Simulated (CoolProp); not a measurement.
CH2F2 (R32) along the isotherm 374.9 K: fugacity coefficient from the reference equation and from simpler models built on Tc = 351.3 K, pc = 5.783 MPa, ω = 0.277; each cubic takes its own stable root.

The numbers come from the reference Helmholtz-energy equation of state, Tillner-Roth 1997 in CoolProp.

| p (MPa) | phase | reference | van der Waals | Redlich-Kwong | Soave-Redlich-Kwong | Peng-Robinson |
|---|---|---|---|---|---|---|
| 0.789 | gas | 0.9586 | 0.9656 | 0.9618 | 0.9632 | 0.9585 |
| 1.58 | gas | 0.9180 | 0.9313 | 0.9242 | 0.9269 | 0.9180 |
| 2.37 | gas | 0.8783 | 0.8971 | 0.8872 | 0.8913 | 0.8786 |
| 3.15 | gas | 0.8400 | 0.8634 | 0.8511 | 0.8566 | 0.8406 |
| 3.94 | gas | 0.8020 | 0.8293 | 0.8150 | 0.8219 | 0.8030 |
| 4.73 | gas | 0.7647 | 0.7948 | 0.7792 | 0.7876 | 0.7662 |
| 5.52 | gas | 0.7279 | 0.7599 | 0.7435 | 0.7536 | 0.7302 |
| 6.31 | supercritical | 0.6916 | 0.7238 | 0.7078 | 0.7198 | 0.6947 |
| 7.1 | supercritical | 0.6556 | 0.6857 | 0.6717 | 0.6860 | 0.6598 |
| 7.89 | supercritical | 0.6197 | 0.6460 | 0.6353 | 0.6524 | 0.6255 |
| 8.67 | supercritical | 0.5849 | 0.6103 | 0.6007 | 0.6202 | 0.5931 |
